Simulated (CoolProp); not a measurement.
Vapour-liquid equilibrium of acetone (1) + water (2) at 0.416 MPa; x and y are mole fractions of (1).

Computed with CoolProp (multi-fluid Helmholtz-energy mixture model, Lemmon 2006 and Wagner 2002; pair parameters Bell 2016).

| x | bubble temperature (°C) | y at the bubble point | dew temperature at overall composition x (°C) | liquid density (mol/L) |
|---|---|---|---|---|
| 0.05 | 133.7 | 0.300 | 143.3 | 46.00 |
| 0.15 | 120.2 | 0.565 | 139.7 | [?] |
| 0.25 | 114.5 | 0.655 | [?] | 31.51 |
| 0.35 | 112.0 | 0.695 | [?] | 26.68 |
| 0.45 | 110.4 | 0.721 | 126.6 | [?] |
| 0.55 | 109.2 | 0.748 | 121.0 | 19.90 |
| 0.65 | 107.9 | 0.782 | 114.8 | 17.48 |
| 0.75 | 106.7 | [?] | 109.1 | 15.50 |
| 0.85 | [?] | 0.885 | 106.2 | [?] |
| 0.95 | 104.7 | 0.958 | 104.8 | 12.46 |

Q: Fill in the missing entries.

A: 
- 0.15, liquid density (mol/L): 37.76
- 0.25, dew temperature at overall composition x (°C): 135.8
- 0.35, dew temperature at overall composition x (°C): 131.4
- 0.45, liquid density (mol/L): 22.91
- 0.75, y at the bubble point: 0.827
- 0.85, bubble temperature (°C): 105.6
- 0.85, liquid density (mol/L): 13.85

No azeotrope shows between x = 0.05 and 0.95.

The pair parameters rest on a limited set of measurements; away from them the model extrapolates.
